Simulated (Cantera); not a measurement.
Feed: 1 mol AlBr₃, 3 mol O₂, 11 mol H₂, equilibrated at 1127 °C and 31.0 Pa.

Method: chemical equilibrium by Gibbs-energy minimisation in Cantera with the NASA 1993 tables (ideal gas, pure condensed phases). Candidate condensed phases: Al, AlBr₃, Al₂O₃, Br₂, H₂O; 25 gas species. The numbers say what is thermodynamically allowed, not how fast it happens.

Base state: H₂ 0.404, H₂O 0.357, HBr 0.224, Br 0.0146, H 0.000176 (mole fractions); condensed: Al₂O₃(s).

### Question
What changes in the equilibrium state with this change: O₂ from 3 to 1.6 mol?

### Answer
```tsv
species	before	after
H₂	0.404	0.626
HBr	0.224	0.227
H₂O	0.357	0.135
Br	0.0146	0.0119
H	0.000176	0.000219
Al₂O₃(s), mol	0.500	0.500
```
